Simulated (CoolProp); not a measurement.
Vapour-liquid equilibrium of benzene (1) + n-dodecane (2) at 0.069 MPa; x and y are mole fractions of (1).

Model: multi-fluid Helmholtz-energy mixture model, Thol 2012 and Lemmon 2004; pair parameters Bell 2016, in CoolProp.

| x | bubble temperature, mixture model (K) | bubble temperature, Raoult's law (K) | y, mixture model | y, Raoult's law |
|---|---|---|---|---|
| 0.05 | 450.9 | 442.2 | 0.483 | 0.611 |
| 0.15 | 413.6 | 406.9 | 0.861 | 0.896 |
| 0.25 | 390.3 | 387.9 | 0.951 | 0.957 |
| 0.35 | 375.7 | 375.7 | 0.978 | 0.978 |
| 0.45 | 366.0 | 366.9 | 0.988 | 0.988 |
| 0.55 | 359.1 | 360.1 | 0.993 | 0.993 |
| 0.65 | 353.9 | 354.6 | 0.996 | 0.996 |
| 0.75 | 349.7 | 350.0 | 0.997 | 0.998 |
| 0.85 | 346.1 | 346.2 | 0.999 | 0.999 |
| 0.95 | 342.8 | 342.8 | 1.000 | 1.000 |

The largest gap from Raoult's law is +8.7 K in bubble temperature, at x = 0.05. No azeotrope shows between x = 0.05 and 0.95.

The pair parameters rest on a limited set of measurements; away from them the model extrapolates. The gap from Raoult's law changes sign with composition, which may be real or a fault of the pair parameters; it wasn't checked against measurements.
